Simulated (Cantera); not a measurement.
# Silicon nitride deposition: SiCl4 + NH3 + N2

Feed: 1 mol SiCl4, 46 mol NH3, 8 mol N2, held at 13.3 mbar.

Method: chemical equilibrium by Gibbs-energy minimisation in Cantera with the NASA 1993 tables (ideal gas, pure condensed phases). Candidate condensed phases: NH4Cl, Si, Si3N4; 28 gas species. The tables' values for SiCl, SiN, SiCl3 are old estimates; treat these amounts as uncertain. Gases not in the tables: Si2H6 and higher silanes. Rates play no part.

From 427 °C to 1427 °C the condensed part is Si3N4(s). From 1527 °C to 1627 °C the condensed part is Si(l). The main Si-bearing gas is SiCl4 at 427 °C and SiCl2 at 1627 °C.

```json
[
 {"T (°C)": "427", "x H2": "0.661", "x N2": "0.299", "x HCl": "0.0395", "x H": "<1e-12", "x SiCl2": "<1e-12", "x Si": "<1e-12", "x SiCl": "<1e-12", "n Si3N4(s)": "0.333", "n Si(l)": "0"},
 {"T (°C)": "527", "x H2": "0.661", "x N2": "0.299", "x HCl": "0.0395", "x H": "2.04e-11", "x SiCl2": "3.45e-12", "x Si": "<1e-12", "x SiCl": "<1e-12", "n Si3N4(s)": "0.333", "n Si(l)": "0"},
 {"T (°C)": "627", "x H2": "0.661", "x N2": "0.299", "x HCl": "0.0395", "x H": "8.23e-10", "x SiCl2": "2.94e-10", "x Si": "<1e-12", "x SiCl": "<1e-12", "n Si3N4(s)": "0.333", "n Si(l)": "0"},
 {"T (°C)": "727", "x H2": "0.661", "x N2": "0.299", "x HCl": "0.0395", "x H": "1.60e-8", "x SiCl2": "1.02e-8", "x Si": "<1e-12", "x SiCl": "<1e-12", "n Si3N4(s)": "0.333", "n Si(l)": "0"},
 {"T (°C)": "827", "x H2": "0.661", "x N2": "0.299", "x HCl": "0.0395", "x H": "1.82e-7", "x SiCl2": "1.86e-7", "x Si": "<1e-12", "x SiCl": "<1e-12", "n Si3N4(s)": "0.333", "n Si(l)": "0"},
 {"T (°C)": "927", "x H2": "0.661", "x N2": "0.299", "x HCl": "0.0395", "x H": "1.39e-6", "x SiCl2": "2.06e-6", "x Si": "<1e-12", "x SiCl": "3.83e-12", "n Si3N4(s)": "0.333", "n Si(l)": "0"},
 {"T (°C)": "1027", "x H2": "0.661", "x N2": "0.299", "x HCl": "0.0394", "x H": "7.79e-6", "x SiCl2": "1.57e-5", "x Si": "8.11e-12", "x SiCl": "2.36e-10", "n Si3N4(s)": "0.333", "n Si(l)": "0"},
 {"T (°C)": "1127", "x H2": "0.661", "x N2": "0.299", "x HCl": "0.0393", "x H": "3.43e-5", "x SiCl2": "8.77e-5", "x Si": "7.86e-10", "x SiCl": "7.97e-9", "n Si3N4(s)": "0.330", "n Si(l)": "0"},
 {"T (°C)": "1227", "x H2": "0.661", "x N2": "0.300", "x HCl": "0.0387", "x H": "0.000124", "x SiCl2": "0.000378", "x Si": "4.11e-8", "x SiCl": "1.65e-7", "n Si3N4(s)": "0.320", "n Si(l)": "0"},
 {"T (°C)": "1327", "x H2": "0.662", "x N2": "0.300", "x HCl": "0.0369", "x H": "0.000383", "x SiCl2": "0.00126", "x Si": "1.30e-6", "x SiCl": "2.23e-6", "n Si3N4(s)": "0.290", "n Si(l)": "0"},
 {"T (°C)": "1427", "x H2": "0.662", "x N2": "0.301", "x HCl": "0.0330", "x H": "0.00104", "x SiCl2": "0.00314", "x Si": "2.71e-5", "x SiCl": "2.06e-5", "n Si3N4(s)": "0.225", "n Si(l)": "0"},
 {"T (°C)": "1527", "x H2": "0.659", "x N2": "0.303", "x HCl": "0.0303", "x H": "0.00252", "x SiCl2": "0.00431", "x Si": "0.000238", "x SiCl": "8.89e-5", "n Si3N4(s)": "0", "n Si(l)": "0.517"},
 {"T (°C)": "1627", "x H2": "0.656", "x N2": "0.303", "x HCl": "0.0308", "x H": "0.00556", "x SiCl2": "0.00392", "x Si": "0.000946", "x SiCl": "0.000205", "n Si3N4(s)": "0", "n Si(l)": "0.459"}
]
```
x: gas mole fraction; n: condensed amount in mol.
